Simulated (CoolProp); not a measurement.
Fluorine along the isotherm 150 K: density (kg/m³) from the reference equation and from simpler models built on Tc = 144.4 K, pc = 5.240 MPa, ω = 0.045; each cubic takes its own stable root.

Values from CoolProp's reference Helmholtz-energy equation of state, de Reuck 1990.

| p (MPa) | phase | reference |
|---|---|---|
| 0.327 | gas | 10.15 |
| 0.655 | gas | 20.73 |
| 0.982 | gas | 31.73 |
| 1.31 | gas | 43.27 |
| 1.64 | gas | 55.45 |
| 1.96 | gas | 67.89 |
| 2.29 | gas | 81.44 |
| 2.62 | gas | 95.85 |

How far does each simpler model (ideal gas, van der Waals, Redlich-Kwong, Soave-Redlich-Kwong, Peng-Robinson) lie from the reference over these 8 states: mean and median of the absolute difference, and the worst?


- ideal gas: mean 9.0 %, median 8.8 %, worst -16.7 % at 150 K and 2.62 MPa
- van der Waals: mean 0.7 %, median 0.7 %, worst -1.5 % at 150 K and 2.62 MPa
- Redlich-Kwong: mean 0.3 %, median 0.3 %, worst +0.4 % at 150 K and 2.62 MPa
- Soave-Redlich-Kwong: mean 0.2 %, median 0.3 %, worst +0.3 % at 150 K and 2.29 MPa
- Peng-Robinson: mean 1.4 %, median 1.4 %, worst +2.4 % at 150 K and 2.62 MPa
